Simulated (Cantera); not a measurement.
A closed system holds: 1 mol H2O, 0.63 mol H2, 0.28 mol N2, at 22.0 bar.

Equilibrium computed with Cantera from the NASA thermochemical tables; the gas is ideal and each condensed phase is pure. Candidate condensed phases: H2O; 24 gas species. Rates play no part. All values below are at 2273 K.

Base state: H2O 0.523, H2 0.329, N2 0.146, H 0.00103, OH 0.000253, NH3 2.14e-5 (mole fractions); condensed: gas only.

Question: What changes in the equilibrium state with this change: H2O replaced by H2S?

Answer: 
```tsv
species	before	after
H2	0.329	0.507
H2S	0	0.232
N2	0.146	0.130
H2O	0.523	0
S2	0	0.101
SH	0	0.0275
S	0	0.00104
OH	0.000253	0
```
Further candidate phases: S.
